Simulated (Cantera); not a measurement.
Cantera with NASA thermochemical tables; ideal gases at 1 bar, condensed phases pure. Values are per mole of reaction as written; species without (g) are pure solids or liquids, kept so even where they would boil at 1 bar.

F(g) + Li + HCl(g) → LiCl(g) + HF(g)

```csv
T (K),ΔH° (kJ),ΔS° (J/K),ΔG° (kJ),log10 K
473,-461.0,-1.7,-460.2,50.82
673,-464.2,-7.3,-459.3,35.65
873,-467.1,-11.1,-457.4,27.37
1073,___,___,___,___
1273,-472.7,-16.4,-451.9,18.54
1473,-475.5,-18.4,-448.4,15.90
1673,-478.4,-20.2,-444.5,13.88
1873,___,___,___,___
2073,-484.3,-23.4,-435.8,10.98
```

Problem. Some entries are withheld; supply them.

Solution. 
- 1073, ΔH° (kJ): -469.9
- 1073, ΔS° (J/K): -14.0
- 1073, ΔG° (kJ): -454.9
- 1073, log10 K: 22.14
- 1873, ΔH° (kJ): -481.3
- 1873, ΔS° (J/K): -21.9
- 1873, ΔG° (kJ): -440.3
- 1873, log10 K: 12.28
